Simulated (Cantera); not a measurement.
# Equilibrium for silicon epitaxy and polysilicon growth: SiH2Cl2 + HCl + H2

Feed: 1 mol SiH2Cl2, 0.019 mol HCl, 32 mol H2, held at 1298.15 K.

Equilibrium computed with Cantera from the NASA thermochemical tables; the gas is ideal and each condensed phase is pure. Candidate condensed phases: Si; 19 gas species. The tables' values for SiCl3 are old estimates; treat these amounts as uncertain. Kinetics and transport are ignored.

| P (Pa) | log p H2 | log p HCl | log p SiCl2 | log p SiHCl3 | log p SiCl4 | n Si(s) |
|---|---|---|---|---|---|---|
| 100 | -3.02 | -4.33 | -5.21 | -8.01 | -7.97 | 0.787 |
| 230 | -2.66 | -3.97 | -4.85 | -7.29 | -7.25 | 0.786 |
| 540 | -2.29 | -3.60 | -4.49 | -6.56 | -6.52 | 0.784 |
| 1300 | -1.91 | -3.23 | -4.12 | -5.81 | -5.78 | 0.780 |
| 2900 | -1.56 | -2.89 | -3.79 | -5.14 | -5.12 | 0.773 |
| 6800 | -1.19 | -2.53 | -3.45 | -4.45 | -4.45 | 0.761 |
| 16000 | -0.82 | -2.19 | -3.13 | -3.79 | -3.81 | 0.742 |
| 37000 | -0.45 | -1.86 | -2.85 | -3.18 | -3.25 | 0.715 |
| 86000 | -0.08 | -1.55 | -2.60 | -2.61 | -2.74 | 0.678 |
| 200000 | 0.28 | -1.25 | -2.37 | -2.09 | -2.28 | 0.634 |
log p: log10 of the partial pressure in bar; n: condensed amount in mol.

From 0.00100 bar to 2.00 bar the condensed part is Si(s). The main Si-bearing gas is SiCl2 at 0.00100 bar and SiHCl3 at 2.00 bar. The share of Si in condensed phases is highest at 0.00100 bar (78.7 %) and lowest at 2.00 bar (63.4 %).
